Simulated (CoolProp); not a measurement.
Vapour-liquid equilibrium of acetone (1) + water (2) at 57.95 °C; x and y are mole fractions of (1).

The numbers come from the multi-fluid Helmholtz-energy mixture model, Lemmon 2006 and Wagner 2002; pair parameters Bell 2016 in CoolProp.

```json
[
 {"x": "0.05", "bubble pressure, mixture model (bar)": "0.4903", "bubble pressure, Raoult's law (bar)": "0.2262", "y, mixture model": "0.644", "y, Raoult's law": "0.239"},
 {"x": "0.125", "bubble pressure, mixture model (bar)": "0.7491", "bubble pressure, Raoult's law (bar)": "0.2936", "y, mixture model": "0.778", "y, Raoult's law": "0.460"},
 {"x": "0.2", "bubble pressure, mixture model (bar)": "0.8604", "bubble pressure, Raoult's law (bar)": "0.3610", "y, mixture model": "0.812", "y, Raoult's law": "0.598"},
 {"x": "0.275", "bubble pressure, mixture model (bar)": "0.9005", "bubble pressure, Raoult's law (bar)": "0.4284", "y, mixture model": "0.823", "y, Raoult's law": "0.693"},
 {"x": "0.35", "bubble pressure, mixture model (bar)": "0.9119", "bubble pressure, Raoult's law (bar)": "0.4958", "y, mixture model": "0.827", "y, Raoult's law": "0.762"},
 {"x": "0.425", "bubble pressure, mixture model (bar)": "0.9159", "bubble pressure, Raoult's law (bar)": "0.5632", "y, mixture model": "0.828", "y, Raoult's law": "0.815"},
 {"x": "0.5", "bubble pressure, mixture model (bar)": "0.9222", "bubble pressure, Raoult's law (bar)": "0.6306", "y, mixture model": "0.831", "y, Raoult's law": "0.856"},
 {"x": "0.575", "bubble pressure, mixture model (bar)": "0.9342", "bubble pressure, Raoult's law (bar)": "0.6980", "y, mixture model": "0.837", "y, Raoult's law": "0.890"},
 {"x": "0.65", "bubble pressure, mixture model (bar)": "0.9527", "bubble pressure, Raoult's law (bar)": "0.7654", "y, mixture model": "0.848", "y, Raoult's law": "0.917"},
 {"x": "0.725", "bubble pressure, mixture model (bar)": "0.9766", "bubble pressure, Raoult's law (bar)": "0.8328", "y, mixture model": "0.865", "y, Raoult's law": "0.940"},
 {"x": "0.8", "bubble pressure, mixture model (bar)": "1.004", "bubble pressure, Raoult's law (bar)": "0.9002", "y, mixture model": "0.891", "y, Raoult's law": "0.960"},
 {"x": "0.875", "bubble pressure, mixture model (bar)": "1.033", "bubble pressure, Raoult's law (bar)": "0.9676", "y, mixture model": "0.924", "y, Raoult's law": "0.977"},
 {"x": "0.95", "bubble pressure, mixture model (bar)": "1.062", "bubble pressure, Raoult's law (bar)": "1.035", "y, mixture model": "0.967", "y, Raoult's law": "0.991"}
]
```

The largest gap from Raoult's law is +155.1 % in bubble pressure, at x = 0.125. No azeotrope shows between x = 0.05 and 0.95.

The pair parameters rest on a limited set of measurements; away from them the model extrapolates. With so large a gap from Raoult's law the liquid may split in two, which this calculation doesn't test in full.
